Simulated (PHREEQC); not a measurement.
## Hard or scaling water: speciation

Dissolve 0.13 mol/kgw MgCl2, 0.0015 mol/kgw CO2 and 0.0015 mol/kgw KCl at 68 °C. Closed to the air; pH follows from the charge balance.

The numbers come from PHREEQC with the ion-association model, phreeqc.dat.

No solid was allowed to form.

Task: Estimate the pH, specific conductance.

Result: pH 4.43; specific conductance 46000 µS/cm.

Task: In which forms is C present?

Result: CO2 97 %, HCO3- 2.0 %, MgHCO3+ 1.3 % of the C.

Species that the database lacks are ignored. Away from 25 °C the constants follow the database's enthalpies or fits; those with neither stay at their 25 °C values.
